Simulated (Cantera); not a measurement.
An adiabatic, constant-pressure homogeneous reactor starts with 5.16 % C₃H₈, 19.9 % O₂, 74.8 % N₂, 0.155 % H₂O, at 1350 K and 2.30 bar.

Cantera simulation using GRI-Mech 3.0 (53 species, 325 reactions); the numbers are that mechanism's predictions, not measurements. GRI-Mech 3.0 was tuned for natural gas; its chemistry of propane as a main component is partial and can be far from experiment.

Predict: time of steepest temperature rise; temperature at 0.300 s; equilibrium temperature; x(O₂) at 0.300 s; x(HO₂) at 0.300 s; x(NO) at 0.300 s; x(HCN) at 0.300 s; x(HCO) at 0.300 s.


```json
{
 "time_of_steepest_temperature_rise": "0.311 ms",
 "temperature at 0.300 s": "2776 K",
 "equilibrium_temperature": "2776 K",
 "x(O₂) at 0.300 s": "0.00314 (gas-phase equilibrium 0.00314)",
 "x(HO₂) at 0.300 s": "1.70e-6 (gas-phase equilibrium 1.70e-6)",
 "x(NO) at 0.300 s": "0.00399 (gas-phase equilibrium 0.00399)",
 "x(HCN) at 0.300 s": "1.40e-8 (gas-phase equilibrium 1.40e-8)",
 "x(HCO) at 0.300 s": "1.74e-7 (gas-phase equilibrium 1.74e-7)"
}
```
